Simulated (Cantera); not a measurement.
What does this Cantera script print?

```python
import numpy as np
import cantera as ct

gas_names = """
    AL ALCL ALCL2 ALCL3 ALH ALN AL2 AL2CL6 CL CL2 H HCL H2 N NH NH2 NH3 N2 N2H2 N2H4
""".split()
cond_names = """
    AL(cr) AL(L) ALCL3(s) ALCL3(L) ALN(s) NH4CL(a) NH4CL(b)
""".split()


# ... load() reads the species with a 1 bar reference pressure and builds the phases ...
atoms = {
    'Al': {'AL': 1},
    'HCl': {'H': 1, 'CL': 1},
    'N2': {'N': 2},
}
top_T = {'ALN(s)': 2750}  # K; cautious upper limits of use, not melting points


# ... equilibrate(T, P, feed) seeds the gas with the atoms and calls Mixture.equilibrate('TP', solver="vcs", rtol=1e-11, max_steps=5000) ...
results = []
T = 1350  # K
P = 6.6  # Pa
for m in [1.2, 1.5, 2, 2.5, 3.2, 4.1, 5.3, 6.8, 8.7, 11, 14]:
    feed = {'Al': 1, 'HCl': m, 'N2': 34}  # mol
    mix = equilibrate(T, P, feed)
    results.append((T, P, feed, dict(zip(mix.species_names, mix.species_moles))))

top = {s: max(r[3][s] / sum(r[3][g] for g in gas_names) for r in results) for s in gas_names}
cols = sorted((s for s in top if top[s] > 1e-06), key=lambda s: -top[s])[:5]
seen = [c for c in cond_names if any(r[3].get(c, 0) > 1e-12 for r in results)]
print("log10 of partial pressures in bar; condensed amounts in mol")
print(f"{'n(HCl)':>10s}" + "".join(f"{s[:9]:>10s}" for s in cols + seen))
for T, P, feed, n in results:
    ng = sum(n[g] for g in gas_names)
    print(f"{feed['HCl']:10.4g}" + "".join(f"{np.log10(max(n[s] / ng * P / 1e5, 1e-99)):10.3f}" for s in cols)
          + "".join(f"{n.get(c, 0):10.4g}" for c in seen))
```

Output:

```
log10 of partial pressures in bar; condensed amounts in mol
    n(HCl)        N2       HCL        H2      ALCL     ALCL3    ALN(s)
       1.2    -4.200    -6.449    -6.028    -5.862    -6.990    0.1544
       1.5    -4.204    -6.332    -5.941    -5.810    -6.792         0
         2    -4.208    -6.059    -5.859    -5.901    -6.417         0
       2.5    -4.213    -5.883    -5.797    -5.998    -6.225         0
       3.2    -4.219    -5.701    -5.734    -6.144    -6.069         0
       4.1    -4.228    -5.522    -5.685    -6.342    -5.958         0
       5.3    -4.240    -5.343    -5.655    -6.600    -5.889         0
       6.8    -4.256    -5.182    -5.645    -6.880    -5.857         0
       8.7    -4.275    -5.041    -5.650    -7.162    -5.851         0
        11    -4.298    -4.922    -5.665    -7.423    -5.859         0
        14    -4.326    -4.814    -5.689    -7.680    -5.878         0
```

Equilibrium computed with Cantera from the NASA thermochemical tables; the gas is ideal and each condensed phase is pure. The tables' values for AlCl2 are old estimates; treat these amounts as uncertain.
